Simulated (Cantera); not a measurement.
Feed: 1 mol SiH4, 0.8 mol NH3, 0.31 mol H2, held at 1548.15 K and 24.0 mbar.

These are equilibrium values from Cantera (NASA tables, ideal gas, pure condensed phases), not measurements of a reactor. Candidate condensed phases: Si, Si3N4; 18 gas species. Mutual solubility and eutectic melting of coexisting phases are not modelled. Equilibrium is a limit: real reactors are often held back by kinetics, nucleation or transport.

Base state: H2 0.995, N2 0.00494, H 0.000199 (mole fractions); condensed: Si(s) + Si3N4(s).

Task: What changes in the equilibrium state with this change: pressure from 24.0 mbar to 6.70 mbar?

Result: 
```csv
species,before,after
H2,0.995,0.982
N2,0.00494,0.0177
H,0.000199,0.000373
"Si(s), mol",0.426,0.495
"Si3N4(s), mol",0.191,0.168
```
